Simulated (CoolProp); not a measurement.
Acetone along the isotherm 550 K: Z from the reference equation and from simpler models built on Tc = 508.1 K, pc = 4.692 MPa, ω = 0.307; each cubic takes its own stable root.

Model: reference Helmholtz-energy equation of state, Lemmon 2006, in CoolProp. It is a short technical equation, of lower accuracy than the large ones.

| p (MPa) | phase | reference |
|---|---|---|
| 1.47 | gas | 0.9032 |
| 2.93 | gas | 0.7992 |
| 4.4 | gas | 0.6827 |
| 5.87 | supercritical | 0.5477 |
| 7.33 | supercritical | 0.3925 |
| 8.8 | supercritical | 0.3250 |
| 10.3 | supercritical | 0.3315 |
| 11.7 | supercritical | 0.3514 |

Task: How far does each simpler model (van der Waals, Soave-Redlich-Kwong) lie from the reference over these 8 states: mean and median of the absolute difference, and the worst?

Result: 
- van der Waals: mean 18.1 %, median 5.6 %, worst +47.4 % at 550 K and 11.7 MPa
- Soave-Redlich-Kwong: mean 18.8 %, median 15.7 %, worst +37.2 % at 550 K and 10.3 MPa
